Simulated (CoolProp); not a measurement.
Saturation properties of R236FA (Tc = 124.9 °C, pc = 3191 kPa, ω = 0.377).

Values from CoolProp's reference Helmholtz-energy equation of state, Pan 2012.

| T (°C) | p (kPa) | liquid density (kg/m³) | vapour density (kg/m³) | enthalpy of vaporisation (kJ/kg) | liquid cp (kJ/(kg K)) | surface tension (mN/m) |
|---|---|---|---|---|---|---|
| -70.55 | 1.608 | 1646 | 0.1454 | 192.9 | 1.170 | 22.2 |
| -64.25 | 2.710 | 1629 | 0.2380 | 189.7 | 1.166 | 21.3 |
| -57.95 | 4.398 | 1611 | 0.3754 | 186.6 | 1.163 | 20.4 |
| -51.65 | 6.897 | 1594 | 0.5731 | 183.6 | 1.162 | 19.5 |
| -45.35 | 10.49 | 1576 | 0.8493 | 180.5 | 1.162 | 18.7 |
| -39.05 | 15.51 | 1558 | 1.226 | 177.5 | 1.163 | 17.8 |
| -32.75 | 22.35 | 1540 | 1.727 | 174.5 | 1.165 | 16.9 |
| -26.45 | 31.49 | 1521 | 2.382 | 171.5 | 1.169 | 16.1 |
| -20.15 | 43.44 | 1503 | 3.221 | 168.5 | 1.173 | 15.3 |
| -13.85 | 58.78 | 1484 | 4.281 | 165.5 | 1.179 | 14.5 |
| -7.55 | 78.18 | 1465 | 5.599 | 162.4 | 1.186 | 13.6 |
| -1.35 | 101.9 | 1446 | 7.192 | 159.3 | 1.193 | 12.8 |
| 4.95 | 131.5 | 1426 | 9.158 | 156.1 | 1.202 | 12.0 |
| 11.25 | 167.4 | 1406 | 11.53 | 152.8 | 1.212 | 11.3 |

It boils at -1.5 °C under 1 atm.

Surface tension comes from a separate correlation (Mulero 2012).
